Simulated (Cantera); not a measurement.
Cantera with NASA thermochemical tables; ideal gases at 1 bar, condensed phases pure. Values are per mole of reaction as written; species without (g) are pure solids or liquids, kept so even where they would boil at 1 bar. TiC: taken at fixed stoichiometry.

**Question.** Between 300 and 773 K, where is each reaction favourable under standard conditions?
- 3 C₃H₈(g) + Ti → 8 CH₃(g) + TiC

**Answer.** 
- 3 C₃H₈(g) + Ti → 8 CH₃(g) + TiC: ΔG° is 1085 kJ at 300 K and 722 kJ at 773 K; it stays positive (K < 1). ΔH° is 1322 kJ and ΔS° 777 J/K at 773 K.
